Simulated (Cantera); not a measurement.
Cantera run:

```python
import numpy as np
import cantera as ct

gas_names = """
    F F2 H HF H2 H2F2 H3F3 H4F4 H5F5 H6F6 H7F7 Si SiF SiF2 SiF3 SiF4 SiH SiHF3 SiH2 SiH2F2 SiH3 SiH3F
    SiH4 Si2 Si3
""".split()
cond_names = """
    Si(cr) Si(L)
""".split()


# ... load() reads the species with a 1 bar reference pressure and builds the phases ...
atoms = {
    'Si': {'Si': 1},
    'HF': {'H': 1, 'F': 1},
}
top_T = {}  # K; cautious upper limits of use, not melting points


# ... equilibrate(T, P, feed) seeds the gas with the atoms and calls Mixture.equilibrate('TP', solver="vcs", rtol=1e-11, max_steps=5000) ...
results = []
feed = {'Si': 1, 'HF': 4.1}  # mol
T = 1250  # K
P = 13  # Pa
mix = equilibrate(T, P, feed)
results.append((T, P, feed, dict(zip(mix.species_names, mix.species_moles))))
print(gas.report(threshold=0.0001))
for i in range(1, mix.n_phases):
    print(f"{mix.phase(i).name:16s} {mix.phase_moles(i):12.5e} mol")
```

Result:

```
       temperature   1250 K
          pressure   13 Pa
           density   4.4347e-05 kg/m^3
  mean mol. weight   35.454 kg/kmol
   phase of matter   gas

                          1 kg             1 kmol
                     ---------------   ---------------
          enthalpy       -1.3517e+07       -4.7922e+08  J
   internal energy        -1.381e+07       -4.8961e+08  J
           entropy            9406.9        3.3351e+05  J/K
    Gibbs function       -2.5275e+07       -8.9611e+08  J
 heat capacity c_p            1541.3             54645  J/K
 heat capacity c_v            1306.8             46331  J/K

                      mass frac. Y      mole frac. X     chem. pot. / RT
                     ---------------   ---------------   ---------------
                HF          0.020424          0.036194            -61.76
                H2          0.036494           0.64179            -27.48
              SiF3          0.008634         0.0035979           -158.63
              SiF4            0.9336           0.31803           -206.65
             SiHF3        0.00077412        0.00031881           -172.37
     [  +20 minor]        7.4288e-05        7.3298e-05

Si(cr)            0.00000e+00 mol
```

Equilibrium computed with Cantera from the NASA thermochemical tables; the gas is ideal and each condensed phase is pure. The tables' values for SiF3, SiF2 are old estimates; treat these amounts as uncertain.
